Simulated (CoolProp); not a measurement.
Vapour pressure (MPa) of R1233zd(E): the reference equation beside estimates from Tc = 438.9 K, pc = 3.583 MPa, ω = 0.304. Clausius-Clapeyron is anchored at 309.3 K with a constant enthalpy of vaporisation of 24.16 kJ/mol.

The numbers come from the reference Helmholtz-energy equation of state, Akasaka 2022 in CoolProp.

```csv
T (K),reference,Lee-Kesler,Clausius-Clapeyron,Soave-Redlich-Kwong,Peng-Robinson
300.5,0.1416,0.1411,0.1449,0.1411,0.1411
304.9,0.1648,0.1645,0.1666,0.1644,0.1641
309.3,0.1908,0.1908,0.1908,0.1907,0.1900
313.8,0.2206,(withheld),0.2183,0.2208,0.2197
318.2,0.2531,0.2539,0.2482,0.2537,0.2520
322.6,0.2891,0.2903,0.2811,0.2902,0.2880
327,0.3289,0.3306,0.3173,0.3307,0.3277
331.5,0.3739,0.3761,0.3580,0.3764,0.3726
335.9,0.4222,0.4249,0.4016,0.4255,0.4209
340.3,0.4751,0.4783,0.4491,0.4794,0.4739
344.7,(withheld),0.5366,0.5009,0.5383,0.5317
349.2,(withheld),0.6015,0.5583,0.6040,0.5963
```

### Question
What belongs in the gaps?

### Answer

- 313.8, Lee-Kesler: 0.2210
- 344.7, reference: 0.5329
- 349.2, reference: 0.5973

Absolute difference from the reference over all 12 rows, mean and median: Lee-Kesler 0.4 and 0.5 %, Clausius-Clapeyron 3.3 and 3.1 %, Soave-Redlich-Kwong 0.5 and 0.5 %, Peng-Robinson 0.3 and 0.4 %.
